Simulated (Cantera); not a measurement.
A jet of H2 : O2 : N2 = 0.035 : 0.11 : 0.79 (molar parts) at 300 K and 3100 Pa hits a platinum plate 2.5 cm away at a mass flux of 0.078 kg/m²/s; the plate temperature is set and raised in steps from an oxygen-covered start.

Model: Deutschmann's 1995 Pt surface mechanism with GRI-Mech 3.0 gas chemistry, integrated in Cantera. Catalytic surfaces can have several steady states; this one follows from the mechanism file's or the stated starting coverage.

One state of this run: wall x H2 = 0.00485; wall x O2 = 0.0832; wall x H2O = 0.0616; wall x OH = 2.19e-8; θ free Pt = 0.231; θ O* = 0.768; θ OH* = 0.00156. x: mole fraction at the wall; θ: surface coverage.

Task: Which value of plate T (K) does it belong to?
A) 850
B) 700
C) 800
D) 750

Result: A, 850
